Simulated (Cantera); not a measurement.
Input (Python, Cantera) and output of one run.

```python
import numpy as np
import cantera as ct

gas_names = """
    F F2 H HF H2 H2F2 H3F3 H4F4 H5F5 H6F6 H7F7 N NF NF2 NF3 NH NH2 NH3 N2 N2H2 N2H4 Si SiF SiF2 SiF3
    SiF4 SiH SiHF3 SiH2 SiH2F2 SiH3 SiH3F SiH4 SiN Si2 Si2N Si3
""".split()
cond_names = """
    Si(cr) Si(L) Si3N4(a)
""".split()


# ... load() reads the species with a 1 bar reference pressure and builds the phases ...
atoms = {
    'Si3N4': {'Si': 3, 'N': 4},
    'NF3': {'N': 1, 'F': 3},
    'H2': {'H': 2},
}
top_T = {'Si3N4(a)': 2400}  # K; cautious upper limits of use, not melting points


# ... equilibrate(T, P, feed) seeds the gas with the atoms and calls Mixture.equilibrate('TP', solver="vcs", rtol=1e-11, max_steps=5000) ...
results = []
feed = {'Si3N4': 1, 'NF3': 19, 'H2': 5.4}  # mol
T = 1723  # K
P = 100000  # Pa
mix = equilibrate(T, P, feed)
results.append((T, P, feed, dict(zip(mix.species_names, mix.species_moles))))
x = sorted(zip(gas.X, gas.species_names), reverse=True)
print(f"T = {T:g} K  P = {P:g} Pa  gas = {mix.phase_moles(0):.4g} mol")
print("   x: " + "  ".join(f"{s} {v:.3e}" for v, s in x if v > 1e-06))
print("   condensed (mol): " + ("  ".join(f"{mix.phase(i).name} {mix.phase_moles(i):.4g}"
      for i in range(1, mix.n_phases) if mix.phase_moles(i) > 1e-12) or "none"))
```

It prints:

```
T = 1723 K  P = 100000 Pa  gas = 59.05 mol
   x: F 5.641e-01  N2 1.947e-01  HF 1.829e-01  SiF4 5.080e-02  F2 7.534e-03
   condensed (mol): none
```

These are equilibrium values from Cantera (NASA tables, ideal gas, pure condensed phases), not measurements of a reactor.
